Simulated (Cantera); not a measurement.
An isothermal, constant-pressure homogeneous reactor starts with C2H6 : N2 = 1 : 180 (molar parts), at 1050 K and 0.0133 bar. Integrator tolerance rtol = 1e-08.

Model: GRI-Mech 3.0 (53 species, 325 reactions), integrated in Cantera. GRI-Mech 3.0 stops at C3 and has no aromatics, soot or wall deposition, so with more carbon than oxygen in the feed, carbon stays in small species such as C2H2 where larger ones or solid carbon would form. Radical loss at walls, strong at low pressure, is not modelled.

| quantity | before | after |
|---|---|---|
| x(C2H6) at 30.0 s | 0.000106 (gas-phase equilibrium 3.76e-9) | 0.000258 (gas-phase equilibrium 2.97e-7) |
| x(H2) at 30.0 s | 0.00615 (gas-phase equilibrium 0.0103) | 0.0240 (gas-phase equilibrium 0.0340) |
| x(H) at 30.0 s | 3.37e-7 (gas-phase equilibrium 7.19e-9) | 3.26e-7 (gas-phase equilibrium 1.30e-8) |
| x(CH4) at 30.0 s | 0.000427 (gas-phase equilibrium 0.000381) | 0.00214 (gas-phase equilibrium 0.00613) |
| x(CH2) at 30.0 s | 7.89e-12 (gas-phase equilibrium <1e-12) | 2.39e-12 (gas-phase equilibrium <1e-12) |
| x(C2H4) at 30.0 s | 0.00398 (gas-phase equilibrium 2.31e-5) | 0.0166 (gas-phase equilibrium 0.000554) |
| x(C2H2) at 30.0 s | 0.00119 (gas-phase equilibrium 0.000956) | 0.00426 (gas-phase equilibrium 0.00697) |

Problem. What was changed between the two runs?
A. pressure from 0.0133 bar to 0.270 bar
B. N2 180 to 43 parts
C. C2H6 1 to 0.21 parts
D. temperature 1050 to 1150 K

Solution. B, N2 180 to 43 parts
